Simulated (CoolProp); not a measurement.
Values from CoolProp's reference Helmholtz-energy equation of state, Gao 2022.

Problem. Give the vapour pressure (MPa), liquid density (kg/m³), vapour Z of saturated n-perfluorohexane at 117.45, 130.45 °C.

Solution. 
| T (°C) | p (MPa) | liquid density (kg/m³) | vapour Z |
|---|---|---|---|
| 117.45 | 0.541 | 1350 | 0.783 |
| 130.45 | 0.721 | 1280 | 0.729 |
